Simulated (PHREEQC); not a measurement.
Make-up at 20 °C: 0.0015 mol/kgw CaSO4, 0.012 mol/kgw Na2HPO4 and 0.77 mol/kgw KCl. Closed to the air; pH follows from the charge balance.

All values are PHREEQC results (ion-association model, wateq4f.dat), not measurements.

Precipitation was switched off in this run.

**Question.** What pH, activity of water does the model give?

**Answer.** pH 8.36; activity of water 0.973.

**Question.** In which forms is Ca present?

**Answer.** Ca+2 75 %, CaHPO4 13 %, CaPO4- 12 % of the Ca.

The solution is supersaturated, for example in Hydroxyapatite, so a real one may precipitate; this is no full list. Ionic strength above about 0.7 mol/kgw puts this run outside the model's range. H3PO4, which wateq4f.dat lacks, is added to it with the constant of phreeqc.dat.
